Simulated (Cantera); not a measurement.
A Cantera script and its output.

```python
import numpy as np
import cantera as ct

gas = ct.Solution("gri30.yaml")
gas.TPX = 300, 320000, {'CH4': 1, 'CO': 1.2, 'O2': 3.29, 'N2': 12.4}
flame = ct.FreeFlame(gas, width=0.018)
flame.set_refine_criteria(ratio=3, slope=0.08, curve=0.16)
flame.transport_model = "mixture-averaged"
flame.solve(loglevel=0, auto=True)
z, T = flame.grid, flame.T
thick = (T[-1] - T[0]) / np.gradient(T, z).max()
show = ['CH4', 'CO', 'O2', 'HCO', 'NO', 'OH']
print(f"laminar burning velocity  {flame.velocity[0] * 100:.3f} cm/s")
print(f"burnt temperature         {T[-1]:.1f} K")
print(f"thermal thickness         {thick * 1e3:.4f} mm")
print(f"grid points               {len(z)}")
z0 = z[flame.heat_release_rate.argmax()]
print(f"{'z/mm':>9s}{'T/K':>9s}{'u/(m/s)':>9s}" + "".join(f"{s:>11s}" for s in show))
rows = []
for k in (-3, -2, -1.5, -1, -0.5, -0.25, 0, 0.25, 0.5, 1, 2, 4, 8):
    zz = z0 + k * thick
    rows.append([k * thick, np.interp(zz, z, T), np.interp(zz, z, flame.velocity),
                 *(np.interp(zz, z, flame.X[gas.species_index(s)]) for s in show)])
    print(f"{rows[-1][0] * 1e3:9.3f}{rows[-1][1]:9.1f}{rows[-1][2]:9.3f}" + "".join(f"{x:11.3e}" for x in rows[-1][3:]))
```

It prints:

```
laminar burning velocity  21.677 cm/s
burnt temperature         2067.4 K
thermal thickness         0.2108 mm
grid points               144
     z/mm      T/K  u/(m/s)        CH4         CO         O2        HCO         NO         OH
   -0.632    300.2    0.217  5.587e-02  6.706e-02  1.839e-01  3.239e-21  2.366e-11  1.295e-15
   -0.422    301.8    0.218  5.578e-02  6.702e-02  1.837e-01  5.961e-19  2.221e-10  1.025e-13
   -0.316    309.5    0.224  5.542e-02  6.694e-02  1.832e-01  8.054e-17  1.389e-09  3.733e-12
   -0.211    376.7    0.273  5.264e-02  6.638e-02  1.792e-01  3.082e-13  2.021e-08  1.184e-09
   -0.105    785.8    0.572  3.636e-02  6.314e-02  1.500e-01  2.055e-08  7.386e-07  3.810e-06
   -0.053   1188.2    0.863  1.959e-02  5.944e-02  1.164e-01  1.642e-06  2.551e-06  9.236e-05
    0.000   1583.7    1.143  3.688e-03  5.051e-02  7.793e-02  1.130e-05  4.899e-06  1.335e-03
    0.053   1766.5    1.262  1.217e-04  3.267e-02  5.752e-02  1.714e-06  7.654e-06  3.766e-03
    0.105   1853.3    1.314  2.279e-06  2.051e-02  5.037e-02  6.961e-08  9.998e-06  4.544e-03
    0.211   1944.7    1.370  9.988e-10  1.081e-02  4.520e-02  7.582e-09  1.336e-05  4.361e-03
    0.422   2013.1    1.413  1.541e-14  5.279e-03  4.223e-02  1.207e-09  1.725e-05  3.339e-03
    0.843   2050.2    1.435  1.692e-17  2.269e-03  4.081e-02  1.400e-10  2.097e-05  2.263e-03
    1.686   2064.6    1.444  2.179e-18  1.051e-03  4.032e-02  2.399e-11  2.464e-05  1.646e-03
```

Detailed kinetics in Cantera: GRI-Mech 3.0 (53 species, 325 reactions). Burning velocities carry a grid error of a few per cent, more on coarse grids.
